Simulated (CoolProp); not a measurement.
Model: reference Helmholtz-energy equation of state, Thol 2017, in CoolProp.

Problem. Give the vapour pressure (kPa), liquid density (kg/m³), liquid cp (kJ/(kg K)), vapour Z of saturated octamethyltrisiloxane (MDM) at 6.75 °C.

Solution. 
| T (°C) | p (kPa) | liquid density (kg/m³) | liquid cp (kJ/(kg K)) | vapour Z |
|---|---|---|---|---|
| 6.75 | 0.137 | 833 | 1.74 | 1.000 |
